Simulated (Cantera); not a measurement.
Feed: 1 mol Si, a varied amount of HBr, 43 mol H2, held at 1348.15 K and 133 Pa.

Equilibrium computed with Cantera from the NASA thermochemical tables; the gas is ideal and each condensed phase is pure. Candidate condensed phases: Br2, Si; 19 gas species. The tables' values for SiBr3 are old estimates; treat these amounts as uncertain. The numbers say what is thermodynamically allowed, not how fast it happens.

### Question
At 6.6 mol HBr, list the 4 most abundant gas species with their mole fractions, and the condensed phases.

### Answer
H2 0.887, HBr 0.0921, SiBr2 0.0196, Br 0.00118. Condensed: Si(s).
